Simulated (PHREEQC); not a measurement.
Solution (25 °C): 0.63 mol/kgw HNO3, 0.068 mol/kgw FeCl3 and 0.0039 mol/kgw CuCl2. Closed to the air; pH follows from the charge balance.

The numbers come from PHREEQC with the ion-association model, phreeqc.dat.

Each row changes one thing in this solution. This is a speciation only: nothing precipitates in the calculation.

```tsv
case	pH	ionic strength (mol/kgw)	Cl- (mol/kgw)	FeCl+2 (mol/kgw)	Fe+3 (mol/kgw)	FeCl2+ (mol/kgw)	SI of Hematite (Fe2O3)	SI of Goethite (FeOOH)
as made	0.33	0.920	0.167	0.0355	0.0280	0.00437	+0.54	-0.74
temperature from 25 to 75 °C	0.34	0.880	0.155	0.0528	0.0130	0.00134	+3.00	+0.39
diluted 100-fold with water	2.22	0.00988	0.00210	1.43e-5	0.000378	8.98e-8	+9.77	+3.88
temperature from 25 to 20 °C	0.33	0.925	0.169	0.0330	0.0300	0.00487	+0.23	-0.88
FeCl3 from 0.068 to 0.34 mol/kgw	0.34	1.62	0.645	0.210	0.0446	0.0835	+0.82	-0.60
0.16 mol/kgw H2SO4 added	0.22	1.03	0.197	0.0116	0.00789	0.00162	-1.25	-1.64
0.23 mol/kgw Li2SO4 added	0.47	1.11	0.201	0.00816	0.00545	0.00113	-0.09	-1.06
0.016 mol/kgw KHCO3 added	0.34	0.920	0.167	0.0355	0.0280	0.00437	+0.61	-0.71
CuCl2 from 0.0039 to 0.00585 mol/kgw	0.33	0.925	0.170	0.0357	0.0277	0.00448	+0.53	-0.74
```

The ionic strength passes 0.7 mol/kgw, the rough limit of the ion-association models, in as made; temperature from 25 to 75 °C; temperature from 25 to 20 °C; FeCl3 from 0.068 to 0.34 mol/kgw; 0.16 mol/kgw H2SO4 added; 0.23 mol/kgw Li2SO4 added; 0.016 mol/kgw KHCO3 added; CuCl2 from 0.0039 to 0.00585 mol/kgw. Species that the database lacks are ignored. Some of these states are supersaturated (in Hematite (slow to form), Goethite (slow to form), for instance). Away from 25 °C the constants follow the database's enthalpies or fits; those with neither stay at their 25 °C values.
